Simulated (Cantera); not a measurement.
Charge: 1 mol Fe, 2.7 mol HCl, 5.1 mol N₂, held at 3.60 bar.

Cantera equilibrium calculation (NASA polynomials, part measured and part estimated; ideal gas, pure solids and liquids). Candidate condensed phases: Fe, FeCl₂, FeCl₃, NH₄Cl; 18 gas species. Mutual solubility and eutectic melting of coexisting phases are not modelled. The numbers say what is thermodynamically allowed, not how fast it happens.

Which condensed phases are stable at each of these points (T (K)): 898, 948, 998, 1048, 1098, 1148, 1198, 1248, 1298, 1348, 1398, 1448?


```tsv
T (K)	condensed phases	Fe condensed (%)
898	FeCl₂(s)	99.5
948	FeCl₂(s)	97.8
998	FeCl₂(l)	94.6
1048	FeCl₂(l)	87.8
1098	Fe(α) + FeCl₂(l)	74.4
1148	Fe(α) + FeCl₂(l)	49.1
1198	Fe(γ)	20.6
1248	Fe(γ)	20.0
1298	Fe(γ)	19.0
1348	Fe(γ)	17.8
1398	Fe(γ)	16.6
1448	Fe(γ)	15.3
```

From 898 K to 948 K the condensed part is FeCl₂(s). From 998 K to 1048 K the condensed part is FeCl₂(l). From 1098 K to 1148 K the condensed part is Fe(α) + FeCl₂(l). From 1198 K to 1448 K the condensed part is Fe(γ).
